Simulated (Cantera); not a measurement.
An isothermal, constant-pressure homogeneous reactor starts with H2 : O2 = 0.039 : 1 (molar parts), equivalence ratio 0.019, at 1448 K and 9.00 Torr. Integrator tolerance rtol = 1e-08.

Model: GRI-Mech 3.0 (53 species, 325 reactions), integrated in Cantera. Radical loss at walls, strong at low pressure, is not modelled. The temperature is held fixed by assumption; the heat of reaction is taken as removed at once.

**Question.** What does this change do: 0.048 parts H2O added?

**Answer.** 
```tsv
quantity	before	after
x(H2) at 20.0 s	3.87e-7 (gas-phase equilibrium 3.29e-7)	7.30e-7 (gas-phase equilibrium 7.19e-7)
x(O2) at 20.0 s	0.962 (gas-phase equilibrium 0.962)	0.918 (gas-phase equilibrium 0.918)
x(HO2) at 20.0 s	7.96e-8 (gas-phase equilibrium 8.46e-8)	1.19e-7 (gas-phase equilibrium 1.19e-7)
x(OH) at 20.0 s	0.000145 (gas-phase equilibrium 0.000134)	0.000195 (gas-phase equilibrium 0.000194)
x(O) at 20.0 s	2.07e-5 (gas-phase equilibrium 1.76e-5)	1.75e-5 (gas-phase equilibrium 1.72e-5)
```
